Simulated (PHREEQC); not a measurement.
A solution holds 1.6 mmol/kgw HCl and 2.9 mmol/kgw CuSO4, at 75 °C. Closed to the air; pH follows from the charge balance.

Computed with PHREEQC (ion-association model, phreeqc.dat).

Task: The ionic strength comes out as 0.0101 mol/kgw. What activity coefficients do Cu+2, CuCl+, HSO4-, H+, SO4-2 get?

Result: Cu+2 0.65, CuCl+ 0.89, HSO4- 0.89, H+ 0.91, SO4-2 0.64.

No solid was allowed to form. Complexes and solids missing from the database can't appear. Away from 25 °C the constants follow the database's enthalpies or fits; those with neither stay at their 25 °C values.
